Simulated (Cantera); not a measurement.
Input: 1 mol H₂O, 0.032 mol O₂, at 10000 Pa.

Cantera equilibrium calculation (NASA polynomials, part measured and part estimated; ideal gas, pure solids and liquids). Candidate condensed phases: H₂O; 9 gas species. The numbers say what is thermodynamically allowed, not how fast it happens.

### Question
At 2325 K, list the 4 most abundant gas species with their mole fractions, and the condensed phases.

### Answer
H₂O 0.889, O₂ 0.0397, H₂ 0.0337, OH 0.0281. Condensed: gas only.
